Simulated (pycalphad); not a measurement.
An equivalent pycalphad script:

```python
from pycalphad import Database, equilibrium, calculate, variables as v
import numpy as np
db = Database('COST507.tdb')
comps = ['FE', 'SI', 'AL', 'VA']
phases = ['AL13FE4', 'AL2FE', 'AL5FE2', 'AL5FE4', 'ALFESI_ALPHA', 'ALFESI_BETA', 'ALFESI_DELTA', 'ALFESI_GAMMA', 'ALFESI_TAU1', 'ALFESI_TAU3', 'BCC_B2', 'DIAMOND_A4', 'FCC_A1', 'FE2SI', 'FE5SI3', 'FESI', 'FESI2_H', 'FESI2_L', 'LIQUID']
eq = equilibrium(db, comps, phases, {v.X('SI'): 0.211, v.X('AL'): 0.754, v.T: np.arange(2250, 499, -50), v.P: 101325, v.N: 1}, output=['HM', 'SM'])
```

Computed with pycalphad from the COST 507 light-alloy database (1999), at 1 atm. These are 1990s assessments: newer ones move some temperatures and phases. Amounts are mole fractions of atoms.

Results at three of the temperatures:

```
T = 2000.00 K, P = 101325 Pa, N = 1 mol of atoms
G = -136822 J/mol, H = 64356 J/mol, S = 100.59 J/(mol K)  (SER reference)
chemical potentials (J/mol): Fe -229119, Si -132553, Al -133733
phase             fraction      x(Fe)      x(Si)      x(Al)
LIQUID              1.0000     0.0350     0.2110     0.7540
```

```
T = 1150.00 K, P = 101325 Pa, N = 1 mol of atoms
G = -57983 J/mol, H = 37909 J/mol, S = 83.38 J/(mol K)  (SER reference)
chemical potentials (J/mol): Fe -149310, Si -45675, Al -57187
phase             fraction      x(Fe)      x(Si)      x(Al)
LIQUID              1.0000     0.0350     0.2110     0.7540
```

```
T = 1000.00 K, P = 101325 Pa, N = 1 mol of atoms
G = -45816 J/mol, H = 31689 J/mol, S = 77.50 J/(mol K)  (SER reference)
chemical potentials (J/mol): Fe -141475, Si -32089, Al -45217
phase             fraction      x(Fe)      x(Si)      x(Al)
LIQUID              0.9153     0.0244     0.2028     0.7729
ALFESI_DELTA        0.0847     0.1500     0.3000     0.5500
```

Changes of the phase set, refined by bisection:

| T (K) | phases above | phases below |
|---|---|---|
| 1030.9 | liquid | ALFESI_DELTA + liquid |
| 955.2 | ALFESI_DELTA + liquid | ALFESI_DELTA + diamond (Si) + liquid |
| 882 ± 1 | ALFESI_DELTA + diamond (Si) + liquid | ALFESI_BETA + diamond (Si) + liquid |
| 848.9 | ALFESI_BETA + diamond (Si) + liquid | ALFESI_BETA + diamond (Si) + fcc |

Database names, with the compositions (at.%) that they take in these runs: ALFESI_DELTA: Al 55 Si 30 Fe 15; ALFESI_BETA: Al 70 Fe 15 Si 15.
